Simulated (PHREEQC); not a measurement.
Solution (20 °C and 500 atm): 22 mmol/kgw CdCl2, 0.79 mmol/kgw ZnCl2, 2.5 mmol/kgw HCl and 0.35 mmol/kgw NaCl. Closed to the air; pH follows from the charge balance.

Model: ion-association model, phreeqc.dat, run in PHREEQC.

Q: The ionic strength comes out as 0.0427 mol/kgw. What activity coefficients do Cd+2, H+, Cl-, ZnCl+, Zn+2 get?

A: Cd+2 0.49, H+ 0.86, Cl- 0.83, ZnCl+ 0.83, Zn+2 0.50.

Precipitation was switched off in this run. Under pressure, the constants of complexes without a molar volume in the database are unreliable.
